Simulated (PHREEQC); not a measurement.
NaOH is added in steps, without added water, to 1 kg of water holding 3.2 mmol/kgw H2SO4, 0.11 mmol/kgw MnSO4 and 2.2 mmol/kgw Na2SO4, at 25 °C. The system is closed to oxygen. CO2 from the air is kept out. Only these solids could form: Pyrochroite, Mirabilite.

Base run: PHREEQC, ion-association model, wateq4f.dat. Each further column changes one thing. The table gives Mn+2 (mol/kgw).

```csv
NaOH added (mol),base,metal-ligand complexes left out,Debye-Hückel limiting law,database phreeqc.dat
0,8.50e-5,0.000110,8.82e-5,8.50e-5
0.001583,8.41e-5,0.000110,8.76e-5,8.41e-5
0.003167,8.32e-5,0.000110,8.69e-5,8.32e-5
0.00475,8.22e-5,0.000110,8.62e-5,8.22e-5
0.005542,8.17e-5,0.000110,8.59e-5,8.17e-5
0.007125,1.29e-6,1.31e-6,1.52e-6,1.32e-6
0.008708,7.90e-8,7.96e-8,9.43e-8,8.08e-8
0.01029,2.63e-8,2.64e-8,3.18e-8,2.68e-8
0.01188,1.31e-8,1.32e-8,1.61e-8,1.34e-8
0.01346,7.94e-9,8.01e-9,9.87e-9,8.12e-9
0.01425,6.45e-9,6.50e-9,8.07e-9,6.60e-9
0.01583,4.52e-9,4.56e-9,5.73e-9,4.63e-9
0.01742,3.37e-9,3.39e-9,4.32e-9,3.44e-9
0.019,2.61e-9,2.63e-9,3.40e-9,2.67e-9
```

 phreeqc.dat and wateq4f.dat share most of their constants, so their agreement is no independent check. Solids allowed in the column 'database phreeqc.dat': Pyrochroite.
